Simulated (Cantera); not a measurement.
What does this Cantera script print?

```python
import numpy as np
import cantera as ct

gas_names = """
    Cs CsO CsOH Cs2 Cs2O Cs2O2H2 H HO2 H2 H2O H2O2 O OH O2 O3
""".split()
cond_names = """
    Cs(cr) Cs(L) CsOH(a) CsOH(b) CsOH(c) CsOH(L) H2O(s) H2O(L)
""".split()


# ... load() reads the species with a 1 bar reference pressure and builds the phases ...
atoms = {
    'CsOH': {'Cs': 1, 'O': 1, 'H': 1},
    'O2': {'O': 2},
}
top_T = {}  # K; cautious upper limits of use, not melting points


# ... equilibrate(T, P, feed) seeds the gas with the atoms and calls Mixture.equilibrate('TP', solver="vcs", rtol=1e-11, max_steps=5000) ...
results = []
feed = {'CsOH': 1, 'O2': 0.43}  # mol
T = 1050  # K
P = 10000  # Pa
mix = equilibrate(T, P, feed)
results.append((T, P, feed, dict(zip(mix.species_names, mix.species_moles))))
print(gas.report(threshold=0.001))
for i in range(1, mix.n_phases):
    print(f"{mix.phase(i).name:16s} {mix.phase_moles(i):12.5e} mol")
```

Output:

```
       temperature   1050 K
          pressure   10000 Pa
           density   0.14114 kg/m^3
  mean mol. weight   123.21 kg/kmol
   phase of matter   gas

                          1 kg             1 kmol
                     ---------------   ---------------
          enthalpy       -1.3843e+06       -1.7057e+08  J
   internal energy       -1.4552e+06        -1.793e+08  J
           entropy            2721.4        3.3532e+05  J/K
    Gibbs function       -4.2418e+06       -5.2265e+08  J
 heat capacity c_p            429.92             52972  J/K
 heat capacity c_v            362.44             44658  J/K

                      mass frac. Y      mole frac. X     chem. pot. / RT
                     ---------------   ---------------   ---------------
              CsOH            0.7296           0.59966           -66.568
           Cs2O2H2           0.18628          0.076552           -133.14
                O2          0.084068           0.32372           -30.131
     [  +12 minor]        5.4678e-05        6.7032e-05

Cs(L)             0.00000e+00 mol
CsOH(L)           0.00000e+00 mol
```

These are equilibrium values from Cantera (NASA tables, ideal gas, pure condensed phases), not measurements of a reactor.
